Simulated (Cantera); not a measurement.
# Ignition delay

Mixture: 9.31 % CH₄, 0.354 % C₂H₆, 2.42 % C₃H₈, 16.0 % O₂, 71.9 % N₂, equivalence ratio 2.0, at 34.0 bar, adiabatic and at constant volume. Ignition delay is the time to a rise of 400 K.

Computed with Cantera and GRI-Mech 3.0 (53 species, 325 reactions). GRI-Mech 3.0 was tuned for natural gas; its chemistry of propane as a main component is partial and can be far from experiment. The pressure lies above the range GRI-Mech 3.0 was tuned for (to about 10 atm).

```csv
T0 (K),delay (ms)
1175,0.933
1225,0.483
1275,0.249
1325,0.129
1375,0.0686
1425,0.0375
1475,0.0214
1525,0.0127
1575,0.00793
```

```yaml
apparent activation energy between 1475 and 1575 K: 190 kJ/mol
```
